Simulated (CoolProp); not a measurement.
Saturation properties of methanol (Tc = 513.4 K, pc = 82.16 bar, ω = 0.565).

The numbers come from the reference Helmholtz-energy equation of state, de Reuck 1993 in CoolProp.

```csv
T (K),p (bar),vapour density (kg/m³),enthalpy of vaporisation (kJ/kg),liquid cp (kJ/(kg K)),surface tension (mN/m),liquid viscosity (µPa s)
344.9,1.340,1.592,1087,2.890,18.2,300
357.7,2.125,2.473,1059,3.010,17.0,261
370.6,3.263,3.738,1029,3.141,15.8,229
383.4,4.838,5.484,994.7,3.284,14.6,201
396.3,6.995,7.895,956.4,3.443,13.3,178
409.1,9.834,11.14,913.6,3.618,12.0,157
422,13.55,15.53,864.8,3.820,10.6,139
434.8,18.27,21.38,810.4,4.055,9.11,123
447.7,24.23,29.20,750.3,4.347,7.59,108
460.5,31.53,39.26,687.5,4.726,6.04,95.0
```

It boils at 337.6 K under 1 atm.

Viscosity comes from a separate model (Xiang 2006). Surface tension comes from a separate correlation (Mulero 2012).
